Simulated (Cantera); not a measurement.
Charge: 1 mol Si, 0.019 mol N₂O, 27 mol H₂, held at 1.00 bar.

Equilibrium computed with Cantera from the NASA thermochemical tables; the gas is ideal and each condensed phase is pure. Candidate condensed phases: H₂O, Si, SiO₂, Si₂N₂O, Si₃N₄; 35 gas species. Mutual solubility and eutectic melting of coexisting phases are not modelled. Kinetics and transport are ignored. All values below are at 1175 °C.

Base state: H₂ 1.000 (mole fractions); condensed: Si(s) + Si₂N₂O(s).

Q: What changes in the equilibrium state with this change: N₂O from 0.019 to 0.64 mol?

A: 
```json
[
 {"species": "H₂", "before": "1.000", "after": "0.993"},
 {"species": "N₂", "before": "1.94e-6", "after": "0.00682"},
 {"species": "H₂O", "before": "1.89e-8", "after": "0.000129"},
 {"species": "Si(s), mol", "before": "0.962", "after": "0"},
 {"species": "Si₂N₂O(s), mol", "before": "0.0189", "after": "0.454"},
 {"species": "SiO₂(β-quartz), mol", "before": "0", "after": "0.0910"}
]
```
The tables hold silica as quartz up to 1696 K and as liquid above; real silica turns to tridymite and cristobalite and melts near 1996 K.
